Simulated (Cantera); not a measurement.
Charge: 1 mol SiF₄, 3.3 mol O₃, 1.3 mol H₂, equilibrated at 1573 K.

Cantera equilibrium calculation (NASA polynomials, part measured and part estimated; ideal gas, pure solids and liquids). Candidate condensed phases: H₂O, Si, SiO₂; 38 gas species. The tables hold silica as quartz up to 1696 K and as liquid above; real silica turns to tridymite and cristobalite and melts near 1996 K. The numbers say what is thermodynamically allowed, not how fast it happens.

Question: At 0.190 bar, list the 5 most abundant gas species with their mole fractions, and the condensed phases.

Answer: O₂ 0.602, HF 0.302, SiF₄ 0.0645, H₂O 0.0308, OH 0.000157. Condensed: SiO₂(β-quartz).
